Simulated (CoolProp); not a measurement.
Vapour-liquid equilibrium of n-pentane (1) + cyclohexane (2) at 434.2 K; x and y are mole fractions of (1).

Values from CoolProp's multi-fluid Helmholtz-energy mixture model, Thol 2019 and Zhou 2014; pair parameters Bell 2016.

Give the bubble pressure and the first vapour's composition at x = 0.25, 0.55, 0.75. Is there an azeotrope?

x = 0.25: 988.9 kPa, y = 0.434; x = 0.55: 1343 kPa, y = 0.715; x = 0.75: 1587 kPa, y = 0.851. No azeotrope shows between x = 0.05 and 0.95.

The pair parameters rest on a limited set of measurements; away from them the model extrapolates.
